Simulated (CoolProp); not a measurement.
Octamethylcyclotetrasiloxane (D4) along the isobar 1.85 MPa: Z from the reference equation and from simpler models built on Tc = 313.4 °C, pc = 1.347 MPa, ω = 0.598; each cubic takes its own stable root.

Values from CoolProp's reference Helmholtz-energy equation of state, Thol 2015.

```tsv
T (°C)	phase	reference	van der Waals	Redlich-Kwong	Peng-Robinson
69.25	liquid	0.2134	0.3677	0.2524	0.2114
92.35	liquid	0.2060	0.3522	0.2432	0.2023
115.55	liquid	0.1999	0.3393	0.2358	0.1951
138.65	liquid	0.1951	0.3286	0.2303	0.1894
161.75	liquid	0.1915	0.3201	0.2265	0.1854
184.95	liquid	0.1891	0.3136	0.2243	0.1831
208.05	liquid	0.1879	0.3092	0.2242	0.1827
231.15	liquid	0.1884	0.3070	0.2262	0.1847
254.35	liquid	0.1909	0.3074	0.2313	0.1900
277.45	liquid	0.1968	0.3114	0.2408	0.2009
300.55	liquid	0.2096	0.3206	0.2580	0.2231
323.75	supercritical	0.2501	0.3396	0.2932	0.2826
346.85	supercritical	0.4521	0.3823	0.3877	0.4643
```
